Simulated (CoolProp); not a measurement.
CH2F2 (R32) along the isotherm 435 K: fugacity coefficient from the reference equation and from simpler models built on Tc = 351.3 K, pc = 5.783 MPa, ω = 0.277; each cubic takes its own stable root.

Values from CoolProp's reference Helmholtz-energy equation of state, Tillner-Roth 1997.

```csv
p (MPa),phase,reference
0.0274,gas,0.9992
0.0563,gas,0.9983
0.116,gas,0.9964
0.238,gas,0.9927
0.488,gas,0.9851
1,gas,0.9696
2.06,gas,0.9382
4.22,gas,0.8767
8.67,supercritical,0.7608
```

Q: How far does each simpler model (Redlich-Kwong, Soave-Redlich-Kwong, Peng-Robinson) lie from the reference over these 9 states: mean and median of the absolute difference, and the worst?

A: 
- Redlich-Kwong: mean 0.1 %, median 0.0 %, worst -0.7 % at 435 K and 8.67 MPa
- Soave-Redlich-Kwong: mean 0.8 %, median 0.2 %, worst +4.2 % at 435 K and 8.67 MPa
- Peng-Robinson: mean 0.1 %, median 0.1 %, worst -0.3 % at 435 K and 4.22 MPa
